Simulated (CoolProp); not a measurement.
A Linde-Hampson liquefier for nitrogen: isothermal reversible compression at 250 K from 1 atm to 15 MPa, throttling to 1 atm, return gas leaving the recuperator 10 K below the feed. Each further row changes one setting.

Values from CoolProp's reference Helmholtz-energy equation of state, Span 2000.

```csv
case,liquid yield per pass,compression work (kJ/kg of gas)
as stated,0.081,365
high pressure 30 MPa,0.126,418
warm-end temperature 280 K,0.052,413
warm-end gap 15 K,0.068,365
```
